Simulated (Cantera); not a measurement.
**Equilibrium for hydrogen reduction and annealing atmospheres: PbS + H2 + N2**

Charge: 1 mol PbS, 810 mol H2, 6.1 mol N2, held at 1277 °C and 0.100 bar.

Method: chemical equilibrium by Gibbs-energy minimisation in Cantera with the NASA 1993 tables (ideal gas, pure condensed phases). Candidate condensed phases: Pb, PbS, S; 18 gas species. Rates play no part.

```
Item                                  Value
--------------------------------  ---------
x(H2)                                 0.990
x(N2)                               0.00746
x(Pb)                               0.00115
x(H2S)                              0.00112
x(H)                                9.91e-5
x(PbS)                              7.67e-5
x(SH)                               2.43e-5
x(S2)                               1.55e-6
gas amount                        817.2 mol
log10 activity of Pb(l) (absent)      -2.53
log10 activity of S(l) (absent)       -4.67
```
